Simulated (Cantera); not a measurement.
## Silicon carbide growth: SiHCl₃ + C₂H₂ + H₂ + C₂H₄

Input: 1 mol SiHCl₃, 0.87 mol C₂H₂, 310 mol H₂, 0.011 mol C₂H₄, at 270 Pa.

Cantera equilibrium calculation (NASA polynomials, part measured and part estimated; ideal gas, pure solids and liquids). Candidate condensed phases: C, C₆H₆, C₇H₈, C₈H₁₈, Si, SiC; 109 gas species. The tables' values for SiCl are old estimates; treat these amounts as uncertain. Kinetics and transport are ignored.

From 1125 °C to 1775 °C the condensed part is C(graphite) + SiC(s). The main Si-bearing gas is SiCl₂ at 1125 °C and Si at 1775 °C. The share of Si in condensed phases is highest at 1125 °C (100.0 %) and lowest at 1775 °C (31.4 %).

| T (°C) | log p H₂ | log p H | log p HCl | log p Si | log p C₂H₂ (acetylene) | log p Cl | log p SiC₂ | n C(graphite) | n SiC(s) |
|---|---|---|---|---|---|---|---|---|---|
| 1125 | -2.57 | -6.61 | -4.59 | -11.43 | -8.18 | -8.71 | <-14 | 0.757 | 1.000 |
| 1175 | -2.57 | -6.32 | -4.59 | -10.76 | -7.90 | -8.43 | -13.72 | 0.757 | 0.999 |
| 1225 | -2.57 | -6.05 | -4.59 | -10.14 | -7.63 | -8.16 | -12.90 | 0.755 | 0.999 |
| 1275 | -2.57 | -5.80 | -4.59 | -9.56 | -7.38 | -7.91 | -12.14 | 0.751 | 0.999 |
| 1325 | -2.57 | -5.56 | -4.59 | -9.01 | -7.14 | -7.68 | -11.43 | 0.745 | 0.999 |
| 1375 | -2.57 | -5.34 | -4.59 | -8.50 | -6.92 | -7.46 | -10.76 | 0.735 | 0.998 |
| 1425 | -2.57 | -5.13 | -4.59 | -8.02 | -6.72 | -7.25 | -10.13 | 0.719 | 0.997 |
| 1475 | -2.57 | -4.93 | -4.59 | -7.56 | -6.52 | -7.06 | -9.53 | 0.697 | 0.994 |
| 1525 | -2.58 | -4.74 | -4.59 | -7.13 | -6.34 | -6.87 | -8.97 | 0.666 | 0.988 |
| 1575 | -2.58 | -4.56 | -4.59 | -6.73 | -6.17 | -6.70 | -8.45 | 0.629 | 0.973 |
| 1625 | -2.58 | -4.40 | -4.60 | -6.34 | -6.00 | -6.54 | -7.95 | 0.590 | 0.937 |
| 1675 | -2.58 | -4.24 | -4.60 | -5.98 | -5.85 | -6.38 | -7.47 | 0.564 | 0.857 |
| 1725 | -2.59 | -4.09 | -4.61 | -5.64 | -5.71 | -6.23 | -7.02 | 0.587 | 0.682 |
| 1775 | -2.59 | -3.95 | -4.61 | -5.31 | -5.57 | -6.10 | -6.60 | 0.731 | 0.314 |
log p: log10 of the partial pressure in bar; n: condensed amount in mol.
